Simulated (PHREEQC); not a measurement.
Consider water at 25 °C with 0.62 mol/kgw HCl. Closed to the air; pH follows from the charge balance.

All values are PHREEQC results (Pitzer model, pitzer.dat), not measurements.

Precipitation was switched off in this run.

Q: Predict the pH, density.

A: pH 0.24; density 1.008 g/cm³.
